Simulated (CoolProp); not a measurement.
CH3F (R41) along the isotherm 63.25 °C: Z from the reference equation and from simpler models built on Tc = 44.1 °C, pc = 59.06 bar, ω = 0.200; each cubic takes its own stable root.

Model: reference Helmholtz-energy equation of state, Lemmon 2006, in CoolProp. It is a short technical equation, of lower accuracy than the large ones.

```csv
p (bar),phase,reference
1.87,gas,0.9897
3.32,gas,0.9816
5.91,gas,0.9670
10.5,gas,0.9408
18.7,gas,0.8923
33.2,gas,0.8003
59.1,supercritical,0.6023
105,supercritical,0.2890
187,supercritical,0.4012
332,supercritical,0.6255
591,supercritical,1.001
```

Problem. How far does each simpler model (van der Waals, Redlich-Kwong, Soave-Redlich-Kwong) lie from the reference over these 11 states: mean and median of the absolute difference, and the worst?

Solution. 
- van der Waals: mean 20.4 %, median 4.1 %, worst +57.7 % at 63.25 °C and 591 bar
- Redlich-Kwong: mean 10.1 %, median 2.4 %, worst +28.6 % at 63.25 °C and 105 bar
- Soave-Redlich-Kwong: mean 11.4 %, median 3.1 %, worst +34.7 % at 63.25 °C and 105 bar
